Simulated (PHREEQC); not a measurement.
A PHREEQC speciation (ion-association model, wateq4f.dat) at 90 °C gives pH 5.44 and these molalities:

```tsv
species	mol/kgw
Zn+2	0.0719
ZnSO4	0.0687
SO4-2	0.0537
Zn(SO4)2-2	0.0188
Na+	0.000592
ZnOH+	0.000440
CO2	0.000405
ZnHCO3+	0.000160
HCO3-	7.11e-5
NaSO4-	4.77e-5
HSO4-	3.33e-5
H+	4.81e-6
ZnCO3	3.33e-6
OH-	1.57e-7
```

Question: What are the element totals, and what could have been dissolved in 1 kg of water to give them?

Answer: This is not unique; one that fits is totals C(4) 0.000640, Na 0.000640, S(6) 0.160, Zn 0.160 mol/kgw, from 160 mmol/kgw ZnSO4 and 0.64 mmol/kgw NaHCO3.

This is a speciation only: nothing precipitates in the calculation. The solution is supersaturated, for example in Zincite(c) (slow to form), so a real one may precipitate; this is no full list. Constants without temperature data keep their 25 °C values here.
